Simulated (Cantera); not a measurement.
A freely propagating, adiabatic, planar premixed flame of 13.7 % CO, 0.809 % H2, 3.98 % CH4, 17.1 % O2, 64.3 % N2, unburnt at 573 K and 0.132 atm; mixture-averaged transport, grid criteria slope 0.08 and curve 0.16, no radiation.

Model: GRI-Mech 3.0 (53 species, 325 reactions), integrated in Cantera. Burning velocities carry a grid error of a few per cent, more on coarse grids.

x: mole fraction of selected species; z is measured from the peak of heat release.

| z (mm) | T (K) | u (m/s) | x CO | x H2 | x CH4 | x CH2 | x HCN | x C2H |
|---|---|---|---|---|---|---|---|---|
| -8.30 | 573 | 2.10 | 0.137 | 0.00810 | 0.0398 | <1e-8 | <1e-8 | <1e-8 |
| -5.53 | 573 | 2.10 | 0.137 | 0.00817 | 0.0398 | <1e-8 | <1e-8 | <1e-8 |
| -4.15 | 573 | 2.10 | 0.137 | 0.00836 | 0.0398 | <1e-8 | <1e-8 | <1e-8 |
| -2.77 | 577 | 2.11 | 0.137 | 0.00919 | 0.0397 | <1e-8 | <1e-8 | <1e-8 |
| -1.38 | … | 2.44 | 0.135 | 0.0127 | 0.0378 | 1.08e-7 | <1e-8 | <1e-8 |
| -0.691 | … | 3.31 | 0.135 | 0.0164 | 0.0287 | 1.03e-6 | <1e-8 | <1e-8 |
| 0 | … | 4.82 | 0.135 | 0.0171 | 0.00787 | 6.96e-6 | 5.27e-8 | <1e-8 |
| 0.691 | 1467 | 5.46 | 0.119 | 0.0112 | 0.000428 | 6.92e-7 | 4.59e-8 | <1e-8 |
| 1.38 | 1519 | 5.62 | 0.100 | 0.00847 | 9.92e-6 | 1.77e-8 | 1.34e-8 | <1e-8 |
| 2.77 | 1585 | 5.81 | 0.0766 | 0.00870 | <1e-8 | <1e-8 | <1e-8 | <1e-8 |
| 5.53 | 1661 | 6.03 | 0.0625 | 0.00934 | <1e-8 | <1e-8 | <1e-8 | <1e-8 |
| 11.1 | 1748 | 6.31 | 0.0597 | 0.00898 | <1e-8 | <1e-8 | <1e-8 | <1e-8 |
| 22.1 | 1853 | 6.64 | 0.0574 | 0.00804 | <1e-8 | <1e-8 | <1e-8 | <1e-8 |

**Question.** Some entries are withheld; supply them.

**Answer.** 
- -1.38, T (K): 664
- -0.691, T (K): 893
- 0, T (K): 1292
